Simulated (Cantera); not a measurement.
What does this Cantera script print?

```python
import numpy as np
import cantera as ct

gas_names = """
    H HO2 H2 H2O H2O2 O OH O2 O3 Si SiH SiH2 SiH3 SiH4 SiO SiO2 Si2 Si3
""".split()
cond_names = """
    H2O(s) H2O(L) Si(cr) Si(L) SiO2(Lqz) SiO2(hqz) SiO2(L)
""".split()


# ... load() reads the species with a 1 bar reference pressure and builds the phases ...
atoms = {
    'Si': {'Si': 1},
    'H2O': {'H': 2, 'O': 1},
    'H2': {'H': 2},
}
top_T = {}  # K; cautious upper limits of use, not melting points


# ... equilibrate(T, P, feed) seeds the gas with the atoms and calls Mixture.equilibrate('TP', solver="vcs", rtol=1e-11, max_steps=5000) ...
results = []
feed = {'Si': 1, 'H2O': 0.37, 'H2': 1.2}  # mol
P = 30  # Pa
for T in [973, 1048, 1123, 1198, 1273, 1348, 1423]:
    mix = equilibrate(T, P, feed)
    results.append((T, P, feed, dict(zip(mix.species_names, mix.species_moles))))

top = {s: max(r[3][s] / sum(r[3][g] for g in gas_names) for r in results) for s in gas_names}
cols = sorted((s for s in top if top[s] > 1e-06), key=lambda s: -top[s])[:6]
seen = [c for c in cond_names if any(r[3].get(c, 0) > 1e-12 for r in results)]
print("log10 of partial pressures in bar; condensed amounts in mol")
print(f"{'T/K':>10s}" + "".join(f"{s[:9]:>10s}" for s in cols + seen))
for T, P, feed, n in results:
    ng = sum(n[g] for g in gas_names)
    print(f"{T:10.4g}" + "".join(f"{np.log10(max(n[s] / ng * P / 1e5, 1e-99)):10.3f}" for s in cols)
          + "".join(f"{n.get(c, 0):10.4g}" for c in seen))
```

Result:

```
log10 of partial pressures in bar; condensed amounts in mol
       T/K        H2       SiO         H        Si    Si(cr) SiO2(hqz)
       973    -3.523    -9.787   -10.728   -16.400     0.815     0.185
      1048    -3.523    -8.453    -9.874   -14.680     0.815     0.185
      1123    -3.523    -7.301    -9.132   -13.191    0.8149    0.1849
      1198    -3.524    -6.296    -8.483   -11.890    0.8137    0.1837
      1273    -3.529    -5.411    -7.911   -10.744    0.8047    0.1747
      1348    -3.558    -4.628    -7.415    -9.726     0.748     0.118
      1423    -3.615    -4.243    -6.985    -8.816      0.63         0
```

Method: chemical equilibrium by Gibbs-energy minimisation in Cantera with the NASA 1993 tables (ideal gas, pure condensed phases). Mutual solubility and eutectic melting of coexisting phases are not modelled. The tables hold silica as quartz up to 1696 K and as liquid above; real silica turns to tridymite and cristobalite and melts near 1996 K.
